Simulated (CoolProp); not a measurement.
Model: reference Helmholtz-energy equation of state, Schmidt 1985, in CoolProp.

Task: Give the vapour pressure (bar), vapour density (kg/m³), enthalpy of vaporisation (kJ/kg), vapour viscosity (µPa s) of saturated oxygen at 124.9, 134.2 K.

Result: 
| T (K) | p (bar) | vapour density (kg/m³) | enthalpy of vaporisation (kJ/kg) | vapour viscosity (µPa s) |
|---|---|---|---|---|
| 124.9 | 13.4 | 51.8 | 164 | 9.90 |
| 134.2 | 21.4 | 85.5 | 143 | 11.0 |

Viscosity comes from a separate model (Lemmon 2004).
